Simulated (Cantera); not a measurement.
An isothermal, constant-pressure homogeneous reactor starts with H₂ : O₂ = 0.49 : 1 (molar parts), equivalence ratio 0.24, at 1125 K and 0.0210 bar.

Detailed kinetics in Cantera: the H2/O2 subset of GRI-Mech 3.0, which has no nitrogen chemistry. Radical loss at walls, strong at low pressure, is not modelled. The temperature is held fixed by assumption; the heat of reaction is taken as removed at once.

x: mole fraction; the columns are a selection and need not sum to one.

```
t (s)         x H₂   x O₂    x HO₂       x O    x H₂O₂     x H₂O
--------  --------  -----  -------  --------  --------  --------
2.00e-5      0.329  0.671  1.41e-9  1.95e-10    <1e-12  1.42e-10
8.60e-5      0.329  0.671  6.08e-9   3.07e-9  5.44e-12   6.77e-9
0.000369     0.329  0.671      [?]       [?]  1.19e-10       [?]
0.00159     0.0217  0.532  1.91e-5    0.0628   6.53e-7     0.254
0.00682    0.00444  0.595  2.30e-5    0.0106   1.39e-6     0.377
0.0293    0.000134  0.606  4.90e-6  0.000306   5.86e-7     0.393
0.126      7.89e-6  0.606  4.90e-7   2.03e-5   1.32e-7     0.393
0.541      9.76e-7  0.606  7.46e-8   2.76e-6   3.19e-8     0.394
2.33           [?]  0.606      [?]       [?]       [?]     0.394
10.0       3.58e-8  0.606  7.29e-9   1.08e-7   1.96e-9     0.394
```

**Question.** Fill in the missing entries.

**Answer.** 
- 0.000369, x HO₂: 4.31e-8
- 0.000369, x O: 7.67e-7
- 0.000369, x H₂O: 2.88e-6
- 2.33, x H₂: 1.71e-7
- 2.33, x HO₂: 1.61e-8
- 2.33, x O: 5.06e-7
- 2.33, x H₂O₂: 7.88e-9
